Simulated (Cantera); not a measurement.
Charge: 1 mol MgO, 9.4 mol HBr, 44 mol H2, equilibrated at 135 Torr.

Cantera equilibrium calculation (NASA polynomials, part measured and part estimated; ideal gas, pure solids and liquids). Candidate condensed phases: Br2, H2O, Mg, MgBr2, MgO, Mg(OH)2; 20 gas species. Equilibrium is a limit: real reactors are often held back by kinetics, nucleation or transport. All values below are at 675 °C.

Base state: H2 0.824, HBr 0.172, H2O 0.00196, MgBr2 0.00196 (mole fractions); condensed: MgO(s).

### Question
What changes in the equilibrium state with this change: H2 from 44 to 3.5 mol?

### Answer
```csv
species,before,after
HBr,0.172,0.709
H2,0.824,0.273
H2O,0.00196,0.0128
MgBr2,0.00196,0.00513
"MgO(s), mol",0.895,0.837
"MgBr2(s), mol",0,0.0976
```
